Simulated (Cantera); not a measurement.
Mixture: 8.21 % CH4, 10.7 % CO, 15.5 % O2, 58.5 % N2, 7.14 % CO2, equivalence ratio 1.4, at 10.0 bar, adiabatic and at constant pressure. Ignition delay is the time to a rise of 400 K.

Cantera simulation using GRI-Mech 3.0 (53 species, 325 reactions); the numbers are that mechanism's predictions, not measurements.

Problem. Predict: delay at 1048 K; delay at 1198 K; delay at 1348 K; delay at 1498 K; delay at 1648 K; apparent activation energy between 1498 and 1648 K.

Solution. 
```json
{
 "delay at 1048 K": "0.171 s",
 "delay at 1198 K": "14.1 ms",
 "delay at 1348 K": "1.82 ms",
 "delay at 1498 K": "0.316 ms",
 "delay at 1648 K": "71.0 µs",
 "apparent activation energy between 1498 and 1648 K": "200 kJ/mol"
}
```
